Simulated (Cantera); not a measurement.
Feed: 1 mol SiO₂, 5.4 mol CO, 3.1 mol H₂, at 0.0420 bar.

Equilibrium computed with Cantera from the NASA thermochemical tables; the gas is ideal and each condensed phase is pure. Candidate condensed phases: C, C₆H₆, C₇H₈, C₈H₁₈, H₂O, Si, SiC, SiO₂; 123 gas species. The tables hold silica as quartz up to 1696 K and as liquid above; real silica turns to tridymite and cristobalite and melts near 1996 K. Rates play no part.

x: gas mole fraction; n: condensed amount in mol.

| T (K) | x CO | x H₂ | x SiO | x H₂O | x CO₂ | x H | n SiO₂(β-quartz) | n SiO₂(condensed) |
|---|---|---|---|---|---|---|---|---|
| 1450 | 0.635 | 0.365 | 7.09e-5 | 4.70e-5 | 3.44e-5 | [?] | 0.999 | 0 |
| 1500 | 0.635 | 0.365 | 0.000156 | 9.51e-5 | 6.40e-5 | [?] | 0.999 | 0 |
| 1550 | 0.635 | 0.364 | 0.000312 | 0.000193 | 0.000120 | [?] | 0.997 | 0 |
| 1600 | 0.635 | 0.364 | 0.000593 | 0.000375 | 0.000218 | [?] | 0.995 | 0 |
| 1650 | 0.634 | 0.363 | 0.00108 | 0.000700 | 0.000380 | [?] | 0.991 | 0 |
| 1700 | 0.633 | 0.362 | 0.00190 | 0.00126 | 0.000642 | [?] | 0 | 0.984 |
| 1750 | 0.632 | 0.361 | 0.00320 | 0.00216 | 0.00104 | [?] | 0 | 0.973 |

### Question
What belongs in the gaps?

### Answer

- 1450, x H: 2.79e-5
- 1500, x H: 5.19e-5
- 1550, x H: 9.28e-5
- 1600, x H: 0.000160
- 1650, x H: 0.000267
- 1700, x H: 0.000433
- 1750, x H: 0.000682
